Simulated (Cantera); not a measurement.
A closed system holds: 1 mol CH3F, 0.047 mol CH4, 0.13 mol H2, equilibrated at 3398 K and 0.100 bar.

These are equilibrium values from Cantera (NASA tables, ideal gas, pure condensed phases), not measurements of a reactor. Candidate condensed phases: C, C6H6, C7H8, C8H18; 95 gas species. The numbers say what is thermodynamically allowed, not how fast it happens.

Base state: H 0.481, HF 0.276, H2 0.107, C3 0.0678, C2H 0.0152, F 0.0145, C2H2 (acetylene) 0.0119, C 0.0115 (mole fractions); condensed: gas only.

Q: What changes in the equilibrium state with this change: temperature from 3398 K to 1575 K?

A: 
```
species            before    after
----------------  -------  -------
H2                  0.107    0.550
HF                  0.276    0.450
H                   0.481  9.75e-5
C3                 0.0678    <1e-9
C2H                0.0152    <1e-9
C                  0.0115    <1e-9
F                  0.0145  3.66e-9
C2H2 (acetylene)   0.0119  1.16e-5
C2                0.00924    <1e-9
CF                0.00279    <1e-9
C5                0.00233    <1e-9
C(graphite), mol        0     1.05
```
